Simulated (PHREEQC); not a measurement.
## Polishing slurry liquid: speciation

Dissolve 4.6 mmol/kgw K2CO3, 0.84 mmol/kgw K2SO4 and 12 mmol/kgw KH2PO4 at 25 °C. Closed to the air; pH follows from the charge balance.

Equilibrium calculation in PHREEQC: ion-association model, wateq4f.dat.

Each row changes one thing in this solution. No solid was allowed to form.

```tsv
case	pH	ionic strength (mol/kgw)	HCO3- (mol/kgw)	CO2 (mol/kgw)	CO3-2 (mol/kgw)
as made	6.92	0.0288	0.00373	0.000869	2.28e-6
K2SO4 left out	6.92	(withheld)	0.00374	(withheld)	2.28e-6
temperature from 25 to 15 °C	6.95	0.0289	0.00368	(withheld)	1.93e-6
temperature from 25 to 70 °C	6.82	0.0288	0.00364	0.000955	2.92e-6
K2SO4 from 0.00084 to 0.00042 mol/kgw	6.92	0.0276	0.00373	0.000866	2.28e-6
KH2PO4 left out	10.85	0.0154	(withheld)	2.26e-8	0.00380
K2SO4 from 0.00084 to 0.000168 mol/kgw	6.92	0.0269	0.00373	0.000864	2.28e-6
```

**Question.** Some entries are withheld; supply them.

**Answer.** 
- K2SO4 left out, ionic strength (mol/kgw): 0.0264
- K2SO4 left out, CO2 (mol/kgw): 0.000862
- temperature from 25 to 15 °C, CO2 (mol/kgw): 0.000922
- KH2PO4 left out, HCO3- (mol/kgw): 0.000802

H3PO4, which wateq4f.dat lacks, is added to it with the constant of phreeqc.dat. Constants without temperature data keep their 25 °C values here.
